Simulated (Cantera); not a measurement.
Charge: 1 mol NH3, 4.8 mol H2O, 0.22 mol O2, at 2223.15 K and 750 Pa.

Method: chemical equilibrium by Gibbs-energy minimisation in Cantera with the NASA 1993 tables (ideal gas, pure condensed phases). Candidate condensed phases: H2O; 24 gas species. Kinetics and transport are ignored.

Base state: H2O 0.714, H2 0.158, N2 0.0709, H 0.0295, OH 0.0192, O2 0.00471, O 0.00248, NO 0.000597 (mole fractions); condensed: gas only.

Question: What changes in the equilibrium state with this change: 0.046 mol Cl2 added?

Answer: 
```tsv
species	before	after
H2O	0.714	0.708
H2	0.158	0.152
N2	0.0709	0.0703
HCl	0	0.0114
H	0.0295	0.0289
OH	0.0192	0.0194
Cl	0	0.00157
O2	0.00471	0.00498
O	0.00248	0.00255
```
Further candidate phases: NH4Cl.
